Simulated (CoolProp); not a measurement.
R143a at several states: fugacity coefficient from the reference equation and from simpler models built on Tc = 345.9 K, pc = 3.762 MPa, ω = 0.261; each cubic takes its own stable root.

Values from CoolProp's reference Helmholtz-energy equation of state, Lemmon and Jacobsen 2000.

| T (K) | p (MPa) | phase | reference | van der Waals | Soave-Redlich-Kwong | Peng-Robinson |
|---|---|---|---|---|---|---|
| 351.6 | 1.96 | gas | 0.8243 | 0.8525 | 0.8368 | 0.8210 |
| 426.7 | 0.0733 | gas | 0.9966 | 0.9966 | 0.9969 | 0.9963 |
| 259.3 | 0.972 | liquid | 0.3687 | 0.8487 | 0.3813 | 0.3750 |
| 171.6 | 0.31 | liquid | 0.009440 | 0.3130 | 0.008873 | 0.009591 |
| 284.4 | 0.103 | gas | 0.9798 | 0.9871 | 0.9827 | 0.9814 |
| 294.1 | 12 | liquid | 0.1113 | 0.2220 | 0.1248 | 0.1158 |

At some of these states van der Waals gives the other phase, because its saturation line lies elsewhere.
